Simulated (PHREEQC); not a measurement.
A solution holds 0.2 mol NaOH, 0.00027 mol CO2 and 0.00089 mol Na2CO3 per kg of water, at 35 °C. Closed to the air; pH follows from the charge balance.

Equilibrium calculation in PHREEQC: ion-association model, wateq4f.dat.

| quantity | before | after |
|---|---|---|
| pH | 12.84 | 11.75 |
| NaCO3- (mol/kgw) | 0.000752 | 0.00106 |
| CO3-2 (mol/kgw) | 0.000408 | 0.000100 |
| HCO3- (mol/kgw) | 4.34e-7 | 9.06e-7 |
| NaHCO3 (mol/kgw) | 2.57e-8 | 5.07e-8 |
| SI of Natron (Na2CO3:10H2O) | -4.66 | -6.76 |
| SI of Nahcolite (NaHCO3) | -6.86 | -6.90 |

Question: What was changed between the two runs?
(A) temperature from 35 to 80 °C
(B) NaOH from 0.2 to 1 mol/kgw
(C) diluted 100-fold with water
(D) Na2CO3 left out
(E) diluted 10-fold with water

Answer: A, temperature from 35 to 80 °C

No solid was allowed to form. Constants without temperature data keep their 25 °C values here.
